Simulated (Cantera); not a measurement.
Charge: 1 mol TEOS, 0.33 mol CO₂, 38 mol H₂, at 59.0 Pa.

Equilibrium computed with Cantera from the NASA thermochemical tables; the gas is ideal and each condensed phase is pure. Candidate condensed phases: C, C₆H₆, C₇H₈, C₈H₁₈, H₂O, Si, SiC, SiO₂; 123 gas species. The feed counts by its element totals alone. Kinetics and transport are ignored. All values below are at 1475 K.

Base state: H₂ 0.911, CO 0.0883, H 0.000510, SiO 0.000156 (mole fractions); condensed: C(graphite) + SiC(s).

Problem. What changes in the equilibrium state with this change: CO₂ from 0.33 to 28 mol?

Solution. 
```tsv
species	before	after
H₂	0.911	0.381
CO	0.0883	0.357
H₂O	9.79e-8	0.190
CO₂	3.82e-9	0.0717
SiO	0.000156	2.79e-6
H	0.000510	0.000330
C(graphite), mol	2.69	0
SiC(s), mol	0.992	0
SiO₂(β-quartz), mol	0	1.000
```
The tables hold silica as quartz up to 1696 K and as liquid above; real silica turns to tridymite and cristobalite and melts near 1996 K.
